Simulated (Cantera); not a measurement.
An isothermal plug-flow reactor at 875 K and 3.30 bar (inlet), inlet velocity 0.68 m/s, active area per volume 600 1/m; feed CO : O2 : N2 : H2O = 0.0063 : 0.095 : 0.79 : 0.024 (molar parts).

Cantera simulation using Deutschmann's 1995 Pt surface mechanism with GRI-Mech 3.0 gas chemistry; the numbers are that mechanism's predictions, not measurements. Catalytic surfaces can have several steady states; this one follows from the mechanism file's or the stated starting coverage. Mass transfer to the wall is taken as infinitely fast.

Question: What does this change do: CO 0.0063 to 0.0021 parts?

Answer: 
```
quantity                 before    after
----------------------  -------  -------
x(CO) at z = 0.0044 m   7.98e-5  5.82e-5
x(O2) at z = 0.0044 m     0.101    0.103
x(H2O) at z = 0.0044 m   0.0263   0.0264
x(CO2) at z = 0.0044 m  0.00683  0.00225
θ(free Pt) at the exit   0.0521   0.0515
θ(O*) at the exit         0.943    0.944
θ(OH*) at the exit      0.00483  0.00481
```

Question: What does this change do: temperature 875 to 650 K?

Answer: 
| quantity | before | after |
|---|---|---|
| x(CO) at z = 0.0044 m | 7.98e-5 | 0.00588 |
| x(O2) at z = 0.0044 m | 0.101 | 0.103 |
| x(H2O) at z = 0.0044 m | 0.0263 | 0.0262 |
| x(CO2) at z = 0.0044 m | 0.00683 | 0.00100 |
| θ(free Pt) at the exit | 0.0521 | 0.00567 |
| θ(O*) at the exit | 0.943 | 0.985 |
| θ(OH*) at the exit | 0.00483 | 0.00619 |
